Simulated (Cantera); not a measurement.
Aluminium nitride and oxide growth: Al(CH3)3 + N2 + H2

Feed: 1 mol Al(CH3)3, 3.5 mol N2, 340 mol H2, at 13.3 mbar.

Method: chemical equilibrium by Gibbs-energy minimisation in Cantera with the NASA 1993 tables (ideal gas, pure condensed phases). Candidate condensed phases: Al, AlN, C, C6H6, C7H8, C8H18; 97 gas species. The feed counts by its element totals alone. The numbers say what is thermodynamically allowed, not how fast it happens.

```csv
T (°C),x H2,x H,x N2,x Al,n AlN(s),n C(graphite)
1375,0.990,0.000768,0.00852,4.24e-5,0.984,2.87
1425,0.990,0.00125,0.00854,0.000166,0.938,2.83
1475,0.988,0.00197,0.00870,0.000594,0.781,2.76
1525,0.985,0.00303,0.00931,0.00193,0.291,2.67
1575,0.982,0.00455,0.00962,0.00273,0,2.55
1625,0.980,0.00670,0.00951,0.00274,0,2.40
1675,0.976,0.00967,0.00938,0.00275,0,2.21
1725,0.972,0.0137,0.00923,0.00276,0,1.96
1775,0.966,0.0191,0.00905,0.00276,0,1.66
1825,0.959,0.0261,0.00885,0.00276,0,1.29
1875,0.949,0.0352,0.00862,0.00275,0,0.828
1925,0.937,0.0467,0.00836,0.00274,0,0.270
```
x: gas mole fraction; n: condensed amount in mol.

From 1375 °C to 1525 °C the condensed part is AlN(s) + C(graphite). From 1575 °C to 1925 °C the condensed part is C(graphite). The main Al-bearing gas is Al throughout.
